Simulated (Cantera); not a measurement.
Standard-state values (1 bar) from the NASA 1993 polynomials, evaluated with Cantera. Values are per mole of reaction as written; species without (g) are pure solids or liquids, kept so even where they would boil at 1 bar.

### Question
Between 300 and 2375 K, where is each reaction favourable under standard conditions?
- 2 NO₂(g) + 2 H(g) ⇌ H₂O₂(g) + 2 NO(g)

### Answer
- 2 NO₂(g) + 2 H(g) ⇌ H₂O₂(g) + 2 NO(g): ΔG° is -442 kJ at 300 K and -284 kJ at 2375 K; it stays negative (K > 1). ΔH° is -488 kJ and ΔS° -86 J/K at 2375 K.
